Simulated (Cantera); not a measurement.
**TiCl4 + H2O (titanium nitride, carbide and oxide coatings)**

A closed system holds: 1 mol TiCl4, 11 mol H2O, at 952 °C and 0.100 bar.

Method: chemical equilibrium by Gibbs-energy minimisation in Cantera with the NASA 1993 tables (ideal gas, pure condensed phases). Candidate condensed phases: H2O, Ti, TiCl2, TiCl3, TiCl4, TiO, TiO2, Ti2O3, Ti3O5, Ti4O7; 23 gas species. Gases not in the tables: TiO(OH)2. The numbers say what is thermodynamically allowed, not how fast it happens.

```json
{
 "x(H2O)": "0.692",
 "x(HCl)": "0.308",
 "x(Cl)": "4.55e-5",
 "x(H2)": "3.29e-5",
 "x(Cl2)": "5.56e-6",
 "x(O2)": "1.98e-6",
 "x(OH)": "1.08e-6",
 "n(TiO2(rutile))": "1.00 mol",
 "gas_amount": "13.00 mol",
 "log10 activity of Ti4O7(s) (absent)": "-7.18",
 "log10 activity of Ti3O5(s) (absent)": "-7.37",
 "log10 activity of Ti2O3(s) (absent)": "-7.81"
}
```
